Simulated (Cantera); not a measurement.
# Transport properties of process gases

Gas mixture: H2O = 0.84 (molar parts), at 16.0 Pa, frozen composition.

Cantera's kinetic-theory transport with the Lennard-Jones parameters of GRI-Mech 3.0, ideal gas; thermal conductivity in the mixture-averaged form. Polar gases are described roughly by these parameters.

| T (K) | ρ (kg/m³) | cp (J/kg/K) | μ (µPa s) | λ (mW/m/K) | Pr | D (cm²/s) O | D (cm²/s) CH4 | D (cm²/s) H |
|---|---|---|---|---|---|---|---|---|
| 400 | 8.67e-5 | 1902 | 14.0 | 37.0 | 0.718 | 4100 | 2520 | 14400 |
| 600 | 5.78e-5 | 2016 | 21.5 | 60.4 | 0.718 | 8560 | 5460 | 30800 |
| 800 | 4.33e-5 | 2150 | 29.0 | 87.3 | 0.714 | 14200 | 9240 | 51800 |
| 1000 | 3.47e-5 | 2292 | 36.2 | 117 | 0.712 | 20900 | 13800 | 76900 |
| 1200 | 2.89e-5 | 2436 | 43.3 | 148 | 0.714 | 28500 | 18900 | 105000 |
| 1400 | 2.48e-5 | 2565 | 50.0 | 179 | 0.716 | 37000 | 24700 | 137000 |
| 1600 | 2.17e-5 | 2681 | 56.4 | 211 | 0.718 | 46300 | 31000 | 173000 |
D: mixture-averaged diffusion coefficient of that species in the mixture.
